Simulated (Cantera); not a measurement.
Feed: 1 mol FeCl₂, 0.57 mol H₂, 0.63 mol N₂, at 0.0133 bar.

Method: chemical equilibrium by Gibbs-energy minimisation in Cantera with the NASA 1993 tables (ideal gas, pure condensed phases). Candidate condensed phases: Fe, FeCl₂, FeCl₃, NH₄Cl; 18 gas species. Equilibrium is a limit: real reactors are often held back by kinetics, nucleation or transport.

Q: Which condensed phases are stable at each of these points (T (K)): 1473, 1548, 1623, 1698, 1773, 1848, 1923, 1998, 2073?

A: 
```json
[
 {"T (K)": "1473", "condensed phases": "Fe(γ)", "Fe condensed (%)": "27.4"},
 {"T (K)": "1548", "condensed phases": "Fe(γ)", "Fe condensed (%)": "26.3"},
 {"T (K)": "1623", "condensed phases": "Fe(γ)", "Fe condensed (%)": "25.4"},
 {"T (K)": "1698", "condensed phases": "Fe(δ)", "Fe condensed (%)": "24.5"},
 {"T (K)": "1773", "condensed phases": "Fe(δ)", "Fe condensed (%)": "23.6"},
 {"T (K)": "1848", "condensed phases": "Fe(l)", "Fe condensed (%)": "22.5"},
 {"T (K)": "1923", "condensed phases": "Fe(l)", "Fe condensed (%)": "20.8"},
 {"T (K)": "1998", "condensed phases": "Fe(l)", "Fe condensed (%)": "17.1"},
 {"T (K)": "2073", "condensed phases": "Fe(l)", "Fe condensed (%)": "8.9"}
]
```

From 1473 K to 1623 K the condensed part is Fe(γ). From 1698 K to 1773 K the condensed part is Fe(δ). From 1848 K to 2073 K the condensed part is Fe(l).
